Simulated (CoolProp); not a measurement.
Model: reference Helmholtz-energy equation of state, Span 1996, in CoolProp.

Question: For carbon dioxide, give the phase and the cp (kJ/(kg K)), cv (kJ/(kg K)) at 163.45 °C and 0.101 MPa; 212.55 °C and 0.101 MPa.

Answer: 
- 163.45 °C and 0.101 MPa: gas; cp 0.970, cv 0.780
- 212.55 °C and 0.101 MPa: gas; cp 1.01, cv 0.816
